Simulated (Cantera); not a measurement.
Input (Python, Cantera) and output of one run.

```python
import numpy as np
import cantera as ct

gas_names = """
    AL ALCL ALCL2 ALCL3 ALO ALOCL ALO2 AL2 AL2CL6 AL2O AL2O2 CL CLO CL2 O O2 O3
""".split()
cond_names = """
    AL(cr) AL(L) ALCL3(s) ALCL3(L) AL2O3(a) AL2O3(L)
""".split()


# ... load() reads the species with a 1 bar reference pressure and builds the phases ...
atoms = {
    'Al2O3': {'AL': 2, 'O': 3},
    'Cl2': {'CL': 2},
}
top_T = {}  # K; cautious upper limits of use, not melting points


# ... equilibrate(T, P, feed) seeds the gas with the atoms and calls Mixture.equilibrate('TP', solver="vcs", rtol=1e-11, max_steps=5000) ...
results = []
feed = {'Al2O3': 1, 'Cl2': 16}  # mol
P = 19  # Pa
for T in [800, 950, 1100, 1250, 1400, 1550, 1700]:
    mix = equilibrate(T, P, feed)
    results.append((T, P, feed, dict(zip(mix.species_names, mix.species_moles))))

top = {s: max(r[3][s] / sum(r[3][g] for g in gas_names) for r in results) for s in gas_names}
cols = sorted((s for s in top if top[s] > 1e-06), key=lambda s: -top[s])[:6]
seen = [c for c in cond_names if any(r[3].get(c, 0) > 1e-12 for r in results)]
print("log10 of partial pressures in bar; condensed amounts in mol")
print(f"{'T/K':>10s}" + "".join(f"{s[:9]:>10s}" for s in cols + seen))
for T, P, feed, n in results:
    ng = sum(n[g] for g in gas_names)
    print(f"{T:10.4g}" + "".join(f"{np.log10(max(n[s] / ng * P / 1e5, 1e-99)):10.3f}" for s in cols)
          + "".join(f"{n.get(c, 0):10.4g}" for c in seen))
```

Output:

```
log10 of partial pressures in bar; condensed amounts in mol
       T/K       CL2        CL     ALCL3        O2         O     ALOCL  AL2O3(a)
       800    -3.722    -6.890    -9.383    -9.508   -17.852   -23.019         1
       950    -3.727    -5.616    -7.916    -8.041   -14.519   -18.382    0.9995
      1100    -3.770    -4.704    -6.889    -7.014   -12.110   -15.032    0.9943
      1250    -3.967    -4.091    -6.254    -6.380   -10.350   -12.543    0.9702
      1400    -4.511    -3.802    -6.094    -6.221    -9.134   -10.706     0.942
      1550    -5.287    -3.736    -6.257    -6.386    -8.299    -9.327    0.9547
      1700    -6.017    -3.725    -6.468    -6.608    -7.653    -8.221    0.9708
```

Equilibrium computed with Cantera from the NASA thermochemical tables; the gas is ideal and each condensed phase is pure. The tables' values for AlCl2 are old estimates; treat these amounts as uncertain. Condensed phases not in the tables: AlOCl.
